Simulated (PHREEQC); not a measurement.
Consider water at 20 °C with 0.028 mol HNO3 per kg of water. Closed to the air; pH follows from the charge balance.

Computed with PHREEQC (ion-association model, phreeqc.dat).

No solid was allowed to form.

Problem. Estimate the pH, specific conductance.

Solution. pH 1.61; specific conductance 9390 µS/cm.
